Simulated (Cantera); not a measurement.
## Equilibrium for silicon nitride deposition: SiCl4 + N2 + H2 + NH3 + HCl

Feed: 1 mol SiCl4, 5.5 mol N2, 3.7 mol H2, 32 mol NH3, 0.057 mol HCl, equilibrated at 2.63 Torr.

Cantera equilibrium calculation (NASA polynomials, part measured and part estimated; ideal gas, pure solids and liquids). Candidate condensed phases: NH4Cl, Si, Si3N4; 28 gas species. The tables' values for SiCl, SiN, SiCl3 are old estimates; treat these amounts as uncertain. Gases not in the tables: Si2H6 and higher silanes. Rates play no part.

From 475 °C to 1375 °C the condensed part is Si3N4(s). At 1525 °C the condensed part is Si(l). From 1675 °C to 1825 °C nothing is condensed. The main Si-bearing gas is SiCl4 at 475 °C and Si at 1825 °C.

```json
[
 {"T (°C)": "475", "x H2": "0.666", "x N2": "0.279", "x HCl": "0.0544", "x H": "3.97e-12", "x Si": "<1e-12", "x SiCl2": "1.03e-12", "n Si3N4(s)": "0.333", "n Si(l)": "0"},
 {"T (°C)": "625", "x H2": "0.666", "x N2": "0.279", "x HCl": "0.0544", "x H": "1.51e-9", "x Si": "<1e-12", "x SiCl2": "1.31e-9", "n Si3N4(s)": "0.333", "n Si(l)": "0"},
 {"T (°C)": "775", "x H2": "0.666", "x N2": "0.279", "x HCl": "0.0544", "x H": "1.07e-7", "x Si": "<1e-12", "x SiCl2": "2.13e-7", "n Si3N4(s)": "0.333", "n Si(l)": "0"},
 {"T (°C)": "925", "x H2": "0.666", "x N2": "0.279", "x HCl": "0.0544", "x H": "2.62e-6", "x Si": "<1e-12", "x SiCl2": "9.49e-6", "n Si3N4(s)": "0.333", "n Si(l)": "0"},
 {"T (°C)": "1075", "x H2": "0.666", "x N2": "0.279", "x HCl": "0.0540", "x H": "3.19e-5", "x Si": "7.72e-10", "x SiCl2": "0.000177", "n Si3N4(s)": "0.329", "n Si(l)": "0"},
 {"T (°C)": "1225", "x H2": "0.667", "x N2": "0.280", "x HCl": "0.0510", "x H": "0.000237", "x Si": "3.71e-7", "x SiCl2": "0.00162", "n Si3N4(s)": "0.293", "n Si(l)": "0"},
 {"T (°C)": "1375", "x H2": "0.669", "x N2": "0.282", "x HCl": "0.0405", "x H": "0.00123", "x Si": "5.67e-5", "x SiCl2": "0.00671", "n Si3N4(s)": "0.162", "n Si(l)": "0"},
 {"T (°C)": "1525", "x H2": "0.663", "x N2": "0.285", "x HCl": "0.0390", "x H": "0.00485", "x Si": "0.000881", "x SiCl2": "0.00712", "n Si3N4(s)": "0", "n Si(l)": "0.368"},
 {"T (°C)": "1675", "x H2": "0.649", "x N2": "0.281", "x HCl": "0.0402", "x H": "0.0154", "x Si": "0.00604", "x SiCl2": "0.00577", "n Si3N4(s)": "0", "n Si(l)": "0"},
 {"T (°C)": "1825", "x H2": "0.622", "x N2": "0.277", "x HCl": "0.0455", "x H": "0.0410", "x Si": "0.00987", "x SiCl2": "0.00189", "n Si3N4(s)": "0", "n Si(l)": "0"}
]
```
x: gas mole fraction; n: condensed amount in mol.
